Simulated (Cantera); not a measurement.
Charge: 1 mol SiH₂Cl₂, 0.05 mol Cl₂, 18 mol N₂, at 1525 K.

Cantera equilibrium calculation (NASA polynomials, part measured and part estimated; ideal gas, pure solids and liquids). Candidate condensed phases: NH₄Cl, Si, Si₃N₄; 28 gas species. The tables' values for SiCl₃, SiCl are old estimates; treat these amounts as uncertain. Equilibrium is a limit: real reactors are often held back by kinetics, nucleation or transport.

x: gas mole fraction; n: condensed amount in mol.

```tsv
P (Pa)	x N₂	x HCl	x SiCl₂	x H₂	x SiCl₄	x SiCl₃	x SiHCl₃	n Si₃N₄(s)
100	0.897	0.0395	0.0324	0.0307	2.21e-5	0.000491	1.94e-6	0.116
260	0.897	?	?	?	?	0.000874	?	?
670	0.897	0.0549	0.0231	0.0233	0.000269	0.00145	1.29e-5	0.170
1700	0.897	0.0614	0.0180	0.0202	0.000766	0.00215	2.85e-5	0.197
4500	0.898	0.0665	?	0.0179	?	0.00279	?	?
12000	0.900	0.0694	0.00755	0.0166	0.00352	0.00299	9.55e-5	0.241
30000	0.901	0.0702	0.00427	0.0163	0.00520	0.00273	0.000137	0.253
77000	0.902	0.0698	0.00221	0.0166	0.00672	0.00224	0.000181	0.260
200000	0.903	0.0686	0.00109	0.0173	0.00798	0.00171	0.000227	0.262
```

**Question.** Some entries are withheld; supply them.

**Answer.** 
- 260, x HCl: 0.0473
- 260, x SiCl₂: 0.0280
- 260, x H₂: 0.0269
- 260, x SiCl₄: 8.11e-5
- 260, x SiHCl₃: 5.22e-6
- 260, n Si₃N₄(s): 0.143
- 4500, x SiCl₂: 0.0124
- 4500, x SiCl₄: 0.00186
- 4500, x SiHCl₃: 5.66e-5
- 4500, n Si₃N₄(s): 0.222
